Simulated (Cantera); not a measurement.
Cantera run:

```python
import numpy as np
import cantera as ct

gas_names = [...]  # 131 gases of nasa_gas.yaml made of C, H, O
cond_names = """
    C(gr) C6H6(L) C7H8(L) C8H18(L),n-octa H2O(s) H2O(L)
""".split()


# ... load() reads the species with a 1 bar reference pressure and builds the phases ...
atoms = {
    'n-butane': {'C': 4, 'H': 10},
    'H2O': {'H': 2, 'O': 1},
    'H2': {'H': 2},
}
top_T = {'C(gr)': 4500}  # K; cautious upper limits of use, not melting points


# ... equilibrate(T, P, feed) seeds the gas with the atoms and calls Mixture.equilibrate('TP', solver="vcs", rtol=1e-11, max_steps=5000) ...
results = []
feed = {'n-butane': 1, 'H2O': 0.16, 'H2': 5}  # mol
P = 220  # Pa
for T in [2500, 3000, 3500, 4000, 4500, 5000]:
    mix = equilibrate(T, P, feed)
    results.append((T, P, feed, dict(zip(mix.species_names, mix.species_moles))))

top = {s: max(r[3][s] / sum(r[3][g] for g in gas_names) for r in results) for s in gas_names}
cols = sorted((s for s in top if top[s] > 1e-05), key=lambda s: -top[s])[:5]
seen = [c for c in cond_names if any(r[3].get(c, 0) > 1e-12 for r in results)]
print("log10 of partial pressures in bar; condensed amounts in mol")
print(f"{'T/K':>10s}" + "".join(f"{s[:9]:>10s}" for s in cols + seen))
for T, P, feed, n in results:
    ng = sum(n[g] for g in gas_names)
    print(f"{T:10.4g}" + "".join(f"{np.log10(max(n[s] / ng * P / 1e5, 1e-99)):10.3f}" for s in cols)
          + "".join(f"{n.get(c, 0):10.4g}" for c in seen))
```

It prints:

```
log10 of partial pressures in bar; condensed amounts in mol
       T/K         H        H2         C        C3        CO     C(gr)
      2500    -3.049    -2.898    -6.779    -6.304    -4.566     3.659
      3000    -2.727    -3.852    -4.454    -3.984    -4.767         0
      3500    -2.726    -4.995    -3.595    -4.738    -4.825         0
      4000    -2.735    -5.876    -3.467    -6.857    -4.839         0
      4500    -2.736    -6.549    -3.460    -8.787    -4.846         0
      5000    -2.737    -7.090    -3.457   -10.338    -4.955         0
```

Cantera equilibrium calculation (NASA polynomials, part measured and part estimated; ideal gas, pure solids and liquids).
